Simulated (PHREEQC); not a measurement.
NaOH is added in steps, without added water, to 1 kg of water holding 0.07 mol/kgw NiCl2 and 0.0046 mol/kgw HCl, at 20 °C. Oxygen is held at 0.21 atm. The system is closed to CO2. Only these solids could form: Ni(OH)2, Halite.

Base run: PHREEQC, ion-association model, wateq4f.dat. Each further column changes one thing. The table gives pH.

```json
[
 {"NaOH added (mol)": "0", "base": "2.43", "NiCl2 from 0.07 to 0.35 mol/kgw": "2.46", "HCl from 0.0046 to 0.023 mol/kgw": "1.74", "no solid may form": "2.43"},
 {"NaOH added (mol)": "0.02344", "base": "6.10", "NiCl2 from 0.07 to 0.35 mol/kgw": "5.80", "HCl from 0.0046 to 0.023 mol/kgw": "6.07", "no solid may form": "9.32"},
 {"NaOH added (mol)": "0.04219", "base": "6.13", "NiCl2 from 0.07 to 0.35 mol/kgw": "5.81", "HCl from 0.0046 to 0.023 mol/kgw": "6.10", "no solid may form": "9.53"},
 {"NaOH added (mol)": "0.06563", "base": "6.19", "NiCl2 from 0.07 to 0.35 mol/kgw": "5.81", "HCl from 0.0046 to 0.023 mol/kgw": "6.15", "no solid may form": "9.70"},
 {"NaOH added (mol)": "0.08438", "base": "6.24", "NiCl2 from 0.07 to 0.35 mol/kgw": "5.82", "HCl from 0.0046 to 0.023 mol/kgw": "6.20", "no solid may form": "9.81"},
 {"NaOH added (mol)": "0.1078", "base": "6.35", "NiCl2 from 0.07 to 0.35 mol/kgw": "5.83", "HCl from 0.0046 to 0.023 mol/kgw": "6.27", "no solid may form": "9.96"},
 {"NaOH added (mol)": "0.1266", "base": "6.50", "NiCl2 from 0.07 to 0.35 mol/kgw": "5.84", "HCl from 0.0046 to 0.023 mol/kgw": "6.36", "no solid may form": "10.10"},
 {"NaOH added (mol)": "0.15", "base": "11.77", "NiCl2 from 0.07 to 0.35 mol/kgw": "5.85", "HCl from 0.0046 to 0.023 mol/kgw": "6.58", "no solid may form": "10.35"}
]
```

The database's Ni(OH)2 is the aged solid; a fresh precipitate is more soluble. The ionic strength passes 0.7 mol/kgw, the rough limit of the ion-association models, in part of: NiCl2 from 0.07 to 0.35 mol/kgw. In at least one series the solution becomes supersaturated in solids that the run did not let form, among them Ni(OH)2.
